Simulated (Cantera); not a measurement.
**Stirred combustor or abatement burner**

A perfectly stirred reactor is fed with CH4 : O2 : N2 = 1 : 2.25 : 8.45 (molar parts), equivalence ratio 0.89, at 1280 Torr; it is adiabatic with a 475 K inlet, and is followed from long to short residence time, starting on the burning branch (τ in s: 0.093, 0.043, 0.02, 0.0091, 0.0042, 0.0019, 0.00088, 0.00041, 0.00019, 8.6e-05, 4e-05).

Computed with Cantera and GRI-Mech 3.0 (53 species, 325 reactions).

```
τ (s)    T (K)     x CH4    x O2  x H2O    x C2H2    x HCO       x O
-------  -----  --------  ------  -----  --------  -------  --------
0.093     2232   2.18e-6  0.0219  0.167  1.41e-10  1.47e-8  0.000422
0.043     2228   4.40e-6  0.0223  0.167  5.23e-10  3.16e-8  0.000470
0.020     2220   8.49e-6  0.0229  0.166   1.65e-9  6.81e-8  0.000558
0.0091    2204   1.58e-5  0.0237  0.165   4.40e-9  1.50e-7  0.000725
0.0042    2179   2.79e-5  0.0249  0.163   9.56e-9  3.26e-7   0.00101
0.0019    2142   4.92e-5  0.0266  0.161   1.89e-8  7.18e-7   0.00145
0.00088   2096   8.64e-5  0.0286  0.158   3.59e-8  1.53e-6   0.00206
0.00041   2039  0.000157  0.0312  0.155   7.22e-8  3.22e-6   0.00280
0.00019   1973  0.000304  0.0345  0.151   1.70e-7  6.78e-6   0.00356
8.6e-5    1891  0.000688  0.0397  0.147   5.49e-7  1.47e-5   0.00398
4.0e-5    1748   0.00294  0.0548  0.140   6.61e-6  3.43e-5   0.00223
```
x: mole fraction; the columns are a selection and need not sum to one.
